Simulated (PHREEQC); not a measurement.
# Acid mine or pickling water: an equilibrium model

Synthetic water in mmol/kgw, 25 °C, pH 3.71, pe 9.6:

```csv
constituent,mmol/kgw
Na,0.958
K,0.286
Ca,2.27
Mg,0.162
Cl,2.04
S(6),2.32
O(0) (counted as O atoms),0.26
Fe(3),0.0632
```

Valence states are taken as typed.

The numbers come from PHREEQC with the ion-association model, wateq4f.dat.

Precipitation was switched off in this run.

Task: Predict the ionic strength.

Result: ionic strength 0.00981 mol/kgw.

Task: In which forms is Ca present?

Result: Ca+2 85 %, CaSO4 15 % of the Ca.

The solution is supersaturated, for example in Jarosite-K, Hematite (slow to form), so a real one may precipitate; this is no full list. Species that the database lacks are ignored.
